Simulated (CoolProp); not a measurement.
Vapour-liquid equilibrium of ethane (1) + C3F8 (R218) (2) at 0.41 MPa; x and y are mole fractions of (1).

The numbers come from the multi-fluid Helmholtz-energy mixture model, Bücker 2006 and Lemmon 2006; pair parameters Bell 2016 in CoolProp.

Give the bubble temperature and the first vapour's composition at x = 0.05, 0.65, 0.8. Is there an azeotrope?

x = 0.05: -11.3 °C, y = 0.315; x = 0.65: -53.2 °C, y = 0.925; x = 0.8: -55.0 °C, y = 0.944. No azeotrope shows between x = 0.05 and 0.95.

Pair parameters are fitted to limited data, so mixtures are less certain than the pure fluids. With so large a gap from Raoult's law the liquid may split in two, which this calculation doesn't test in full.
